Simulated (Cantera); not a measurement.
**Thermodynamics of chemical vapour transport, feed Fe + HCl + O2**

Charge: 1 mol Fe, 0.061 mol HCl, 0.091 mol O2, held at 0.110 bar.

Method: chemical equilibrium by Gibbs-energy minimisation in Cantera with the NASA 1993 tables (ideal gas, pure condensed phases). Candidate condensed phases: Fe, FeCl2, FeCl3, FeO, Fe(OH)2, Fe(OH)3, Fe2O3, Fe3O4, H2O; 22 gas species. Mutual solubility and eutectic melting of coexisting phases are not modelled. The tables' stoichiometric FeO is somewhat more stable than real wüstite, so its field is too wide. FeO: taken at fixed stoichiometry. Equilibrium is a limit: real reactors are often held back by kinetics, nucleation or transport.

At 950 K the condensed part is Fe(α) + FeCl2(s) + FeO(s). From 975 K to 1000 K the condensed part is Fe(α) + FeCl2(l) + FeO(s). From 1025 K to 1175 K the condensed part is Fe(α) + FeO(s). At 1200 K the condensed part is Fe(γ) + FeO(s). The main Fe-bearing gas is FeCl2 throughout.

```json
[
 {"T (K)": "950", "x HCl": "0.461", "x H2": "0.386", "x FeCl2": "0.0746", "x H2O": "0.0604", "x Fe2Cl4": "0.0173", "n Fe(α)": "0.801", "n FeCl2(s)": "0.0152", "n FeO(s)": "0.179", "n FeCl2(l)": "0", "n Fe(γ)": "0"},
 {"T (K)": "975", "x HCl": "0.489", "x H2": "0.312", "x FeCl2": "0.119", "x H2O": "0.0523", "x Fe2Cl4": "0.0274", "n Fe(α)": "0.802", "n FeCl2(s)": "0", "n FeO(s)": "0.179", "n FeCl2(l)": "0.00957", "n Fe(γ)": "0"},
 {"T (K)": "1000", "x HCl": "0.496", "x H2": "0.236", "x FeCl2": "0.184", "x H2O": "0.0421", "x Fe2Cl4": "0.0423", "n Fe(α)": "0.804", "n FeCl2(s)": "0", "n FeO(s)": "0.180", "n FeCl2(l)": "0.000533", "n Fe(γ)": "0"},
 {"T (K)": "1025", "x HCl": "0.488", "x H2": "0.230", "x FeCl2": "0.204", "x H2O": "0.0436", "x Fe2Cl4": "0.0344", "n Fe(α)": "0.804", "n FeCl2(s)": "0", "n FeO(s)": "0.179", "n FeCl2(l)": "0", "n Fe(γ)": "0"},
 {"T (K)": "1050", "x HCl": "0.478", "x H2": "0.229", "x FeCl2": "0.221", "x H2O": "0.0460", "x Fe2Cl4": "0.0269", "n Fe(α)": "0.804", "n FeCl2(s)": "0", "n FeO(s)": "0.179", "n FeCl2(l)": "0", "n Fe(γ)": "0"},
 {"T (K)": "1075", "x HCl": "0.468", "x H2": "0.228", "x FeCl2": "0.235", "x H2O": "0.0487", "x Fe2Cl4": "0.0209", "n Fe(α)": "0.804", "n FeCl2(s)": "0", "n FeO(s)": "0.179", "n FeCl2(l)": "0", "n Fe(γ)": "0"},
 {"T (K)": "1100", "x HCl": "0.457", "x H2": "0.228", "x FeCl2": "0.247", "x H2O": "0.0515", "x Fe2Cl4": "0.0161", "n Fe(α)": "0.804", "n FeCl2(s)": "0", "n FeO(s)": "0.179", "n FeCl2(l)": "0", "n Fe(γ)": "0"},
 {"T (K)": "1125", "x HCl": "0.447", "x H2": "0.228", "x FeCl2": "0.258", "x H2O": "0.0545", "x Fe2Cl4": "0.0124", "n Fe(α)": "0.804", "n FeCl2(s)": "0", "n FeO(s)": "0.179", "n FeCl2(l)": "0", "n Fe(γ)": "0"},
 {"T (K)": "1150", "x HCl": "0.437", "x H2": "0.229", "x FeCl2": "0.267", "x H2O": "0.0576", "x Fe2Cl4": "0.00958", "n Fe(α)": "0.804", "n FeCl2(s)": "0", "n FeO(s)": "0.179", "n FeCl2(l)": "0", "n Fe(γ)": "0"},
 {"T (K)": "1175", "x HCl": "0.427", "x H2": "0.230", "x FeCl2": "0.275", "x H2O": "0.0607", "x Fe2Cl4": "0.00743", "n Fe(α)": "0.804", "n FeCl2(s)": "0", "n FeO(s)": "0.178", "n FeCl2(l)": "0", "n Fe(γ)": "0"},
 {"T (K)": "1200", "x HCl": "0.417", "x H2": "0.231", "x FeCl2": "0.283", "x H2O": "0.0639", "x Fe2Cl4": "0.00579", "n Fe(α)": "0", "n FeCl2(s)": "0", "n FeO(s)": "0.178", "n FeCl2(l)": "0", "n Fe(γ)": "0.804"}
]
```
x: gas mole fraction; n: condensed amount in mol.
